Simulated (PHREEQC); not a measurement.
**Silver or lead bath**

Solution (25 °C): 6.8 mmol/kgw Pb(NO3)2, 13 mmol/kgw NaCl and 198 mmol/kgw Na2SO4. Closed to the air; pH follows from the charge balance.

Equilibrium calculation in PHREEQC: ion-association model, wateq4f.dat.

No solid was allowed to form.

Task: Predict the pH.

Result: pH 5.94.

Task: In which forms is Pb present?

Result: PbSO4 54 %, Pb(SO4)2-2 31 %, Pb+2 13 %, PbCl+ 1.7 %, PbNO3+ 0.6 % of the Pb.

Saturation is exceeded, for instance for Anglesite, Larnakite; the values hold only as long as no solid forms.
